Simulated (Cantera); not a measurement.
Premixed flame

A freely propagating, adiabatic, planar premixed flame of CH₄ : C₂H₆ : O₂ : N₂ = 1 : 0.61 : 2.95 : 11.1 (molar parts), equivalence ratio 1.4, unburnt at 375 K and 6.60 bar; unity-Lewis-number transport, grid criteria slope 0.08 and curve 0.16, no radiation.

Detailed kinetics in Cantera: GRI-Mech 3.0 (53 species, 325 reactions). Unity Lewis numbers drop preferential diffusion, which matters most where H2 and H carry the flame. Burning velocities carry a grid error of a few per cent, more on coarse grids.

| z (mm) | T (K) | u (m/s) | x CH₄ | x C₂H₆ | x O₂ | x O | x H₂O₂ | x NO |
|---|---|---|---|---|---|---|---|---|
| -0.580 | 376 | 0.134 | 0.0638 | 0.0389 | 0.188 | <1e-8 | 2.99e-7 | <1e-8 |
| -0.387 | 384 | 0.137 | 0.0636 | 0.0387 | 0.187 | <1e-8 | 2.47e-6 | <1e-8 |
| -0.290 | 409 | 0.146 | 0.0627 | 0.0380 | 0.185 | <1e-8 | 9.40e-6 | <1e-8 |
| -0.193 | 549 | 0.198 | 0.0578 | 0.0340 | 0.170 | <1e-8 | 4.61e-5 | 3.60e-8 |
| -0.0966 | 1055 | 0.391 | 0.0385 | 0.0182 | 0.112 | 4.55e-8 | 0.000138 | 1.02e-6 |
| -0.0483 | 1459 | 0.554 | 0.0225 | 0.00600 | 0.0640 | 6.72e-6 | 2.72e-5 | 3.61e-6 |
| 0 | 1815 | 0.702 | 0.00890 | 0.000426 | 0.0240 | 3.23e-5 | 2.20e-6 | 6.24e-6 |
| 0.0483 | 1982 | 0.770 | 0.00336 | 2.55e-5 | 0.00715 | 2.14e-5 | 6.04e-7 | 9.46e-6 |
| 0.0966 | 2035 | 0.791 | 0.00199 | 5.45e-6 | 0.00242 | 7.54e-6 | 1.69e-7 | 1.17e-5 |
| 0.193 | 2059 | 0.801 | 0.00138 | 1.02e-6 | 0.000487 | 1.25e-6 | 2.31e-8 | 1.35e-5 |
| 0.387 | 2064 | 0.804 | 0.00101 | 2.71e-7 | 5.10e-5 | 2.94e-7 | <1e-8 | 1.51e-5 |
| 0.773 | 2063 | 0.804 | 0.000656 | 9.57e-8 | 1.64e-6 | 2.03e-7 | <1e-8 | 1.78e-5 |
| 1.55 | 2060 | 0.805 | 0.000320 | 2.17e-8 | 2.50e-7 | 1.94e-7 | <1e-8 | 2.31e-5 |
x: mole fraction of selected species; z is measured from the peak of heat release.

```json
{
  "laminar_burning_velocity": "13.4 cm/s",
  "thermal_thickness": "0.193 mm",
  "peak x(O)": "3.31e-5",
  "peak x(H₂O₂)": "0.000138",
  "grid_points": "130"
}
```
